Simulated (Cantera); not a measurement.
An isothermal, constant-pressure homogeneous reactor starts with C₂H₆ : N₂ = 1 : 72 (molar parts), at 1025 K and 0.720 bar. Integrator tolerance rtol = 1e-08.

Computed with Cantera and GRI-Mech 3.0 (53 species, 325 reactions). GRI-Mech 3.0 stops at C3 and has no aromatics, soot or wall deposition, so with more carbon than oxygen in the feed, carbon stays in small species such as C2H2 where larger ones or solid carbon would form.

| quantity | before | after |
|---|---|---|
| x(C₂H₆) at 7.00 s | 0.000581 (gas-phase equilibrium 7.96e-6) | 3.34e-5 (gas-phase equilibrium 2.76e-6) |
| x(CH₄) at 7.00 s | 0.000626 (gas-phase equilibrium 0.0138) | 0.00127 (gas-phase equilibrium 0.00879) |
| x(CH₃) at 7.00 s | 3.14e-8 (gas-phase equilibrium 1.73e-8) | 1.03e-7 (gas-phase equilibrium 7.20e-8) |
| x(C₂H₂) at 7.00 s | 0.00117 (gas-phase equilibrium 0.00109) | 0.00647 (gas-phase equilibrium 0.00178) |
| x(HCN) at 7.00 s | <1e-12 (gas-phase equilibrium 0.00871) | 2.05e-11 (gas-phase equilibrium 0.0131) |
| x(C₂H) at 7.00 s | <1e-12 (gas-phase equilibrium <1e-12) | 2.20e-12 (gas-phase equilibrium <1e-12) |

**Question.** What was changed between the two runs?
(A) C2H6 1 to 5 parts
(B) temperature 1025 to 1123 K
(C) C2H6 1 to 9.9 parts
(D) N2 72 to 360 parts

**Answer.** B, temperature 1025 to 1123 K
